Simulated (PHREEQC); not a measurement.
Make-up at 20 °C: 0.24 mol/kgw AgNO3 and 3.4e-05 mol/kgw MnSO4. It is in equilibrium with CO2 at log p = -2 (atm). Otherwise closed; pH follows from the charge balance.

Computed with PHREEQC (ion-association model, wateq4f.dat).

Q: The ionic strength comes out as 0.227 mol/kgw. What activity coefficients do AgSO4-, Mn+2, HCO3-, SO4-2, Ag+ get?

A: AgSO4- 0.74, Mn+2 0.32, HCO3- 0.74, SO4-2 0.28, Ag+ 0.74.

This is a speciation only: nothing precipitates in the calculation.
